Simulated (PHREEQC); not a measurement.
## Leach liquor: an equilibrium model

Dissolve 0.012 mol H2SO4, 0.04 mol Li2SO4 and 0.05 mol Fe2(SO4)3 per kg of water at 25 °C. It is in equilibrium with CO2 at log p = -1 (atm). Otherwise closed; pH follows from the charge balance.

Model: ion-association model, wateq4f.dat, run in PHREEQC.

No solid was allowed to form.

**Question.** Estimate the pH, ionic strength.

**Answer.** pH 2.19; ionic strength 0.240 mol/kgw.

**Question.** In which forms is S present?

**Answer.** FeSO4+ 34 %, SO4-2 30 %, Fe(SO4)2- 24 %, HSO4- 7.2 %, LiSO4- 2.8 %, FeHSO4+2 1.4 % of the S.

The solution is supersaturated, for example in Hematite (slow to form), Goethite (slow to form), so a real one may precipitate; this is no full list. Species that the database lacks are ignored.
